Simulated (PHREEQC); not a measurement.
Copper plating or etch bath: an equilibrium model

Consider water at 20 °C with 0.0037 mol/kgw Cu(NO3)2, 0.0083 mol/kgw H2SO4 and 0.00013 mol/kgw KCl. Closed to the air; pH follows from the charge balance.

Model: ion-association model, phreeqc.dat, run in PHREEQC.

This is a speciation only: nothing precipitates in the calculation.

**Question.** What pH does the model give?

**Answer.** pH 1.92.

**Question.** In which forms is K present?

**Answer.** K+ 98 %, KSO4- 1.5 % of the K.
